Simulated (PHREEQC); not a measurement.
Nickel, zinc or cadmium bath (model solution)

Consider water at 25 °C with 0.2 mol/kgw ZnSO4, 0.0026 mol/kgw NaOH and 3.7e-05 mol/kgw HCl. It is in equilibrium with CO2 at log p = -3.4 (atm). Otherwise closed; pH follows from the charge balance.

Computed with PHREEQC (ion-association model, wateq4f.dat).

This is a speciation only: nothing precipitates in the calculation.

### Question
Estimate the pH, ionic strength.

### Answer
pH 7.29; ionic strength 0.370 mol/kgw.

### Question
In which forms is Na present?

### Answer
Na+ 93 %, NaSO4- 6.6 % of the Na.

Examples of supersaturated solids here: Zn4(OH)6SO4, Zn(OH)2-e. Others may be too. Species that the database lacks are ignored.
